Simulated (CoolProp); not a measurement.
Vapour-liquid equilibrium of propylene (1) + propane (2) at -2.75 °C; x and y are mole fractions of (1).

The numbers come from the multi-fluid Helmholtz-energy mixture model, Lemmon 2013 and Lemmon 2009; pair parameters Bell 2016 in CoolProp.

```csv
x,bubble pressure (bar),y at the bubble point,dew pressure at overall composition x (bar),liquid density (mol/L)
0.05,4.432,0.064,[?],12.11
0.125,[?],0.154,4.503,12.18
0.2,4.637,0.240,4.591,12.24
0.275,4.731,0.321,4.678,12.31
0.35,4.819,0.399,4.764,12.38
0.425,[?],0.474,4.848,12.45
0.5,4.980,0.546,4.931,12.53
0.575,[?],0.616,5.011,12.60
0.65,5.121,0.685,5.087,12.68
0.725,5.184,0.753,5.159,12.76
0.8,5.243,0.820,5.226,[?]
0.875,[?],0.888,[?],12.93
0.95,5.346,0.955,5.342,13.01
```

### Question
Complete the blanks.

### Answer

- 0.05, dew pressure at overall composition x (bar): 4.416
- 0.125, bubble pressure (bar): 4.538
- 0.425, bubble pressure (bar): 4.902
- 0.575, bubble pressure (bar): 5.053
- 0.8, liquid density (mol/L): 12.84
- 0.875, bubble pressure (bar): 5.297
- 0.875, dew pressure at overall composition x (bar): 5.287

No azeotrope shows between x = 0.05 and 0.95.

Pair parameters are fitted to limited data, so mixtures are less certain than the pure fluids.
